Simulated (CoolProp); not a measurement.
R152A along the isobar 2.03 MPa: density (kg/m³) from the reference equation and from simpler models built on Tc = 386.4 K, pc = 4.517 MPa, ω = 0.275; each cubic takes its own stable root.

Model: reference Helmholtz-energy equation of state, Outcalt 1996, in CoolProp. It is a modified Benedict-Webb-Rubin equation, recast in Helmholtz form.

```json
[
 {"T (K)": "355.4", "phase": "gas", "reference": "62.76"},
 {"T (K)": "366.5", "phase": "gas", "reference": "57.74"},
 {"T (K)": "377.6", "phase": "gas", "reference": "53.88"},
 {"T (K)": "388.7", "phase": "gas", "reference": "50.76"},
 {"T (K)": "399.9", "phase": "gas", "reference": "48.12"},
 {"T (K)": "411", "phase": "gas", "reference": "45.87"},
 {"T (K)": "422.1", "phase": "gas", "reference": "43.90"},
 {"T (K)": "433.2", "phase": "gas", "reference": "42.15"},
 {"T (K)": "444.4", "phase": "gas", "reference": "40.56"},
 {"T (K)": "455.5", "phase": "gas", "reference": "39.14"},
 {"T (K)": "466.6", "phase": "gas", "reference": "37.84"},
 {"T (K)": "477.7", "phase": "gas", "reference": "36.64"},
 {"T (K)": "488.9", "phase": "gas", "reference": "35.53"},
 {"T (K)": "500", "phase": "gas", "reference": "34.50"}
]
```

Question: How far does each simpler model (van der Waals, Redlich-Kwong, Soave-Redlich-Kwong, Peng-Robinson) lie from the reference over these 14 states: mean and median of the absolute difference, and the worst?

Answer: 
- van der Waals: mean 2.5 %, median 1.1 %, worst -10.0 % at 355.4 K and 2.03 MPa
- Redlich-Kwong: mean 1.3 %, median 0.6 %, worst -5.5 % at 355.4 K and 2.03 MPa
- Soave-Redlich-Kwong: mean 1.5 %, median 1.1 %, worst -3.9 % at 355.4 K and 2.03 MPa
- Peng-Robinson: mean 0.5 %, median 0.5 %, worst -1.6 % at 355.4 K and 2.03 MPa
